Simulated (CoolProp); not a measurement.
Model: reference Helmholtz-energy equation of state, Platzer 1990, in CoolProp. This equation is an older, rougher fit; its heat capacities, sound speeds and derivatives of the liquid may be far off and weren't checked against measurements.

Question: Give the vapour pressure (bar), liquid density (kg/m³), enthalpy of vaporisation (kJ/kg), liquid viscosity (µPa s) of saturated c-C4F8 (RC318) at 291.1, 302.3 K.

Answer: 
```tsv
T (K)	p (bar)	liquid density (kg/m³)	enthalpy of vaporisation (kJ/kg)	liquid viscosity (µPa s)
291.1	2.48	1530	107	402
302.3	3.56	1480	102	341
```

Viscosity comes from a separate model (Huber 2003), an estimate that may be off by 10 % or more.
